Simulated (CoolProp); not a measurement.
Toluene along the isotherm 620 K: Z from the reference equation and from simpler models built on Tc = 591.7 K, pc = 4.126 MPa, ω = 0.266; each cubic takes its own stable root.

Computed with CoolProp (reference Helmholtz-energy equation of state, Lemmon 2006). It is a short technical equation, of lower accuracy than the large ones.

| p (MPa) | phase | reference | van der Waals | Redlich-Kwong |
|---|---|---|---|---|
| 0.619 | gas | ? | ? | ? |
| 1.24 | gas | 0.9001 | 0.9145 | 0.9053 |
| 1.86 | gas | 0.8453 | 0.8662 | 0.8531 |
| 2.48 | gas | 0.7862 | 0.8125 | 0.7963 |
| 3.09 | gas | 0.7226 | ? | ? |
| 3.71 | gas | ? | 0.6785 | 0.6620 |
| 4.33 | supercritical | 0.5675 | 0.5799 | 0.5739 |
| 4.95 | supercritical | ? | 0.4170 | 0.4561 |
| 5.57 | supercritical | 0.3417 | 0.3685 | 0.3611 |
| 6.19 | supercritical | 0.2957 | 0.3754 | 0.3447 |

Question: Fill in the missing entries.

Answer: 
- 0.619, reference: 0.9515
- 0.619, van der Waals: 0.9589
- 0.619, Redlich-Kwong: 0.9541
- 3.09, van der Waals: 0.7522
- 3.09, Redlich-Kwong: 0.7343
- 3.71, reference: 0.6505
- 4.95, reference: 0.4656
